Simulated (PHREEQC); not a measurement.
A solution holds 51 mmol/kgw HF and 2.9 mmol/kgw ZnSO4, at 60 °C. Closed to the air; pH follows from the charge balance.

Equilibrium calculation in PHREEQC: ion-association model, phreeqc.dat.

Precipitation was switched off in this run.

Task: Order these F species by the share of F that they hold, largest first: ZnF+, F-, HF, HF2-.

Result: HF (88 %), F- (8.6 %), HF2- (3.4 %), ZnF+ (0.26 %)

Task: Order these Zn species by the share of Zn that they hold, largest first: Zn+2, ZnSO4, ZnF+, Zn(SO4)2-2.

Result: Zn+2 (81 %), ZnSO4 (14 %), ZnF+ (4.6 %), Zn(SO4)2-2 (0.14 %)

The pH is 2.40 and the ionic strength 0.0132 mol/kgw. Species that the database lacks are ignored. Away from 25 °C the constants follow the database's enthalpies or fits; those with neither stay at their 25 °C values.
